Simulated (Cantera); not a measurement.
Input (Python, Cantera):

```python
import numpy as np
import cantera as ct

gas = ct.Solution("h2o2.yaml")
gas.TPX = 1100, 600, {'H2': 0.061, 'O2': 1}
reactor = ct.IdealGasConstPressureReactor(gas, energy="off", clone=False)
net = ct.ReactorNet([reactor])
net.rtol, net.atol = 1e-08, 1e-18
show = ['H2', 'O2', 'H', 'O', 'OH']
times = np.geomspace(3e-05, 1, 15)

steps = ct.SolutionArray(gas, extra=["t"])
rows = []
print(f"{'t/s':>10s}{'T/K':>9s}{'P/Pa':>11s}" + "".join(f"{s:>11s}" for s in show))
for t in times:
    while net.time < t:
        t_next = net.step()
        steps.append(gas.state, t=t_next)
    rows.append([np.interp(t, steps.t, y) for y in (steps.T, steps.P, *steps(*show).X.T)])
    print(f"{t:10.3e}{rows[-1][0]:9.1f}{rows[-1][1]:11.4g}" + "".join(f"{x:11.3e}" for x in rows[-1][2:]))
rate = np.gradient(steps.T, steps.t)
print("integrator steps:", len(steps.t))
if steps.T.max() > steps.T[0] + 200:
    print(f"time of steepest temperature rise: {steps.t[rate.argmax()]:.4e} s")
gas.TPX = 1100, 600, {'H2': 0.061, 'O2': 1}
gas.equilibrate("TP")
print(f"equilibrium (TP): T = {gas.T:.1f} K  " + "  ".join(f"{s} {gas[s].X[0]:.3e}" for s in show))
```

Output:

```
       t/s      T/K       P/Pa         H2         O2          H          O         OH
 3.000e-05   1100.0        600  5.749e-02  9.425e-01  7.826e-11  7.338e-12  7.057e-12
 6.312e-05   1100.0        600  5.749e-02  9.425e-01  1.529e-10  3.030e-11  2.796e-11
 1.328e-04   1100.0        600  5.749e-02  9.425e-01  2.902e-10  1.192e-10  1.015e-10
 2.795e-04   1100.0        600  5.749e-02  9.425e-01  5.771e-10  4.537e-10  3.375e-10
 5.880e-04   1100.0        600  5.749e-02  9.425e-01  1.492e-09  1.875e-09  1.190e-09
 1.237e-03   1100.0        600  5.749e-02  9.425e-01  7.628e-09  1.208e-08  6.948e-09
 2.603e-03   1100.0        600  5.749e-02  9.425e-01  1.888e-07  3.146e-07  1.770e-07
 5.477e-03   1100.0        600  5.695e-02  9.421e-01  1.504e-04  2.487e-04  1.389e-04
 1.152e-02   1100.0        600  2.183e-03  9.037e-01  1.395e-02  3.000e-02  3.500e-03
 2.425e-02   1100.0        600  9.803e-04  9.055e-01  1.015e-02  3.040e-02  2.561e-03
 5.102e-02   1100.0        600  7.921e-04  9.132e-01  7.149e-03  2.397e-02  2.308e-03
 1.074e-01   1100.0        600  5.163e-04  9.236e-01  3.611e-03  1.514e-02  1.867e-03
 2.259e-01   1100.0        600  2.384e-04  9.331e-01  1.098e-03  6.843e-03  1.269e-03
 4.753e-01   1100.0        600  7.623e-05  9.383e-01  1.962e-04  2.174e-03  7.176e-04
 1.000e+00   1100.0        600  1.950e-05  9.401e-01  2.554e-05  5.587e-04  3.644e-04
integrator steps: 1194
equilibrium (TP): T = 1100.0 K  H2 1.045e-09  O2 9.408e-01  H 1.086e-11  O 3.145e-08  OH 2.743e-06
```

Model: the H2/O2 subset of GRI-Mech 3.0, which has no nitrogen chemistry, integrated in Cantera. Radical loss at walls, strong at low pressure, is not modelled. The temperature is held fixed by assumption; the heat of reaction is taken as removed at once.
